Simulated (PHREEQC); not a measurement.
0.012 g of hydrous ferric oxide (600 m²/g; 0.2 weak and 0.005 strong sites per Fe, Dzombak-Morel constants, diffuse double layer) in 1 kg of water with 0.05 mol/kgw of an inert sodium salt, at 25 °C; the pH is set by adding NaOH or the inert anion's acid. Oxygen alone is held at its pressure in air (log pO2 = -0.68). No CO2 enters from the air. No solid was allowed to form.

Base run: PHREEQC, ion-association model, wateq4f.dat. Each further column changes one thing. The table gives surface potential ψ (mV).

```csv
pH,base,background salt from 0.05 to 0.005 mol/kgw,oxide from 0.012 to 0.06 g/kgw,5.9e-06 mol/kgw SrCl2 added
3,169,215,169,169
4.33,153,183,153,153
5,135,158,135,135
6.33,86,97,86,86
7.67,22,25,22,23
9,-45,-50,-45,-41
9.67,-76,-86,-76,-70
11,-128,-148,-128,-109
```

The oxide is taken as insoluble; below pH 4 it would dissolve.
